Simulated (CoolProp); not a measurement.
Vapour-liquid equilibrium of trans-2-butene (1) + acetone (2) at 0.342 MPa; x and y are mole fractions of (1).

The numbers come from the multi-fluid Helmholtz-energy mixture model, Lemmon 2005 and Lemmon 2006; pair parameters Bell 2016 in CoolProp.

```json
[
 {"x": "0.05", "bubble temperature (K)": "357.9", "y at the bubble point": "0.291", "dew temperature at overall composition x (K)": "368.0", "liquid density (mol/L)": "12.10"},
 {"x": "0.125", "bubble temperature (K)": "344.1", "y at the bubble point": "0.550", "dew temperature at overall composition x (K)": "365.1", "liquid density (mol/L)": "12.12"},
 {"x": "0.2", "bubble temperature (K)": "334.7", "y at the bubble point": "0.683", "dew temperature at overall composition x (K)": "362.0", "liquid density (mol/L)": "12.06"},
 {"x": "0.275", "bubble temperature (K)": "328.4", "y at the bubble point": "0.757", "dew temperature at overall composition x (K)": "358.7", "liquid density (mol/L)": "11.93"},
 {"x": "0.35", "bubble temperature (K)": "324.2", "y at the bubble point": "0.801", "dew temperature at overall composition x (K)": "355.1", "liquid density (mol/L)": "11.77"},
 {"x": "0.425", "bubble temperature (K)": "321.3", "y at the bubble point": "0.830", "dew temperature at overall composition x (K)": "351.3", "liquid density (mol/L)": "11.59"},
 {"x": "0.5", "bubble temperature (K)": "319.2", "y at the bubble point": "0.851", "dew temperature at overall composition x (K)": "347.1", "liquid density (mol/L)": "11.41"},
 {"x": "0.575", "bubble temperature (K)": "317.6", "y at the bubble point": "0.867", "dew temperature at overall composition x (K)": "342.5", "liquid density (mol/L)": "11.22"},
 {"x": "0.65", "bubble temperature (K)": "316.2", "y at the bubble point": "0.883", "dew temperature at overall composition x (K)": "337.3", "liquid density (mol/L)": "11.04"},
 {"x": "0.725", "bubble temperature (K)": "315.0", "y at the bubble point": "0.899", "dew temperature at overall composition x (K)": "331.3", "liquid density (mol/L)": "10.87"},
 {"x": "0.8", "bubble temperature (K)": "313.8", "y at the bubble point": "0.917", "dew temperature at overall composition x (K)": "324.3", "liquid density (mol/L)": "10.72"},
 {"x": "0.875", "bubble temperature (K)": "312.6", "y at the bubble point": "0.940", "dew temperature at overall composition x (K)": "316.9", "liquid density (mol/L)": "10.58"},
 {"x": "0.95", "bubble temperature (K)": "311.5", "y at the bubble point": "0.972", "dew temperature at overall composition x (K)": "312.2", "liquid density (mol/L)": "10.46"}
]
```

No azeotrope shows between x = 0.05 and 0.95.

Pair parameters are fitted to limited data, so mixtures are less certain than the pure fluids. With so large a gap from Raoult's law the liquid may split in two, which this calculation doesn't test in full.
